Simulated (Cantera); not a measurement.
A perfectly stirred reactor is fed with CH₄ : C₂H₆ : C₃H₈ : O₂ : N₂ = 1 : 0.97 : 0.91 : 7.65 : 28.8 (molar parts), at 3750 Torr; it is adiabatic with a 473 K inlet, and is followed from long to short residence time, starting on the burning branch (τ in s: 0.032, 0.017, 0.009, 0.0048, 0.0025, 0.0013, 0.0007, 0.00037, 0.0002, 0.0001, 5.5e-05, 2.9e-05).

Detailed kinetics in Cantera: GRI-Mech 3.0 (53 species, 325 reactions). GRI-Mech 3.0 was tuned for natural gas; its chemistry of propane as a main component is partial and can be far from experiment.

Question: Predict: blow-out, bracketed by the residence times tried; x(CH₄) at τ = 32.0 ms; x(C₂H₆) at τ = 32.0 ms; x(C₃H₈) at τ = 32.0 ms; x(CO₂) at τ = 32.0 ms; x(H₂) at τ = 32.0 ms; x(CH₄) at τ = 0.700 ms; x(C₂H₆) at τ = 0.700 ms; x(C₃H₈) at τ = 0.700 ms; x(CO₂) at τ = 0.700 ms; x(H₂) at τ = 0.700 ms.

Answer: 
```json
{
 "blow_out_bracketed_by_the_residence_times_tried": "burning at 55.0 µs, out at 29.0 µs",
 "x(CH₄) at τ = 32.0 ms": "3.10e-5",
 "x(C₂H₆) at τ = 32.0 ms": "1.44e-7",
 "x(C₃H₈) at τ = 32.0 ms": "1.19e-7",
 "x(CO₂) at τ = 32.0 ms": "0.0605",
 "x(H₂) at τ = 32.0 ms": "0.0355",
 "x(CH₄) at τ = 0.700 ms": "0.000131",
 "x(C₂H₆) at τ = 0.700 ms": "4.16e-6",
 "x(C₃H₈) at τ = 0.700 ms": "2.89e-6",
 "x(CO₂) at τ = 0.700 ms": "0.0594",
 "x(H₂) at τ = 0.700 ms": "0.0352"
}
```
